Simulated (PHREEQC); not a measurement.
Solution A (0.012 mol/kgw MgCl2 and 5.4e-05 mol/kgw NaHCO3) is mixed with solution B (0.011 mol/kgw NaOH and 0.014 mol/kgw CO2) at 25 °C; shares are by mass of water, 1 kg in all. Oxygen alone is held at its pressure in air (log pO2 = -0.68). The system is closed to CO2. Only these solids could form: Halite.

All values are PHREEQC results (ion-association model, phreeqc.dat), not measurements.

| share of solution B | pH | Mg+2 (mol/kgw) | HCO3- (mol/kgw) |
|---|---|---|---|
| 0 | 7.61 | 0.0120 | 4.77e-5 |
| 0.1 | 6.83 | 0.0107 | 0.00107 |
| 0.2 | [?] | 0.00947 | 0.00211 |
| 0.3 | 6.83 | 0.00823 | 0.00315 |
| 0.4 | 6.83 | 0.00700 | 0.00421 |
| 0.5 | 6.83 | 0.00579 | 0.00529 |
| 0.6 | [?] | 0.00459 | 0.00638 |
| 0.7 | 6.85 | 0.00341 | 0.00749 |
| 0.8 | 6.85 | 0.00225 | 0.00862 |
| 0.9 | [?] | 0.00112 | 0.00977 |
| 1 | 6.87 | 0 | 0.0109 |

Problem. What belongs in the gaps?

Solution. 
- 0.2, pH: 6.82
- 0.6, pH: 6.84
- 0.9, pH: 6.86
